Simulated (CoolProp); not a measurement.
A Linde-Hampson liquefier for CF4 (R14): isothermal reversible compression at 320 K from 1 atm to 20 MPa, throttling to 1 atm, return gas leaving the recuperator 10 K below the feed. Each further row changes one setting.

Model: reference Helmholtz-energy equation of state, Platzer 1990, in CoolProp. This equation is an older, rougher fit; its heat capacities, sound speeds and derivatives of the liquid may be far off and weren't checked against measurements.

```
case                        liquid yield per pass  compression work (kJ/kg of gas)
--------------------------  ---------------------  -------------------------------
as stated                              (withheld)                              148
high pressure 40 MPa                   (withheld)                              169
warm-end temperature 350 K                  0.147                       (withheld)
warm-end gap 15 K                      (withheld)                              148
```

Task: Complete the blanks.

Result: 
- as stated, liquid yield per pass: 0.202
- high pressure 40 MPa, liquid yield per pass: 0.230
- warm-end temperature 350 K, compression work (kJ/kg of gas): 166
- warm-end gap 15 K, liquid yield per pass: 0.190
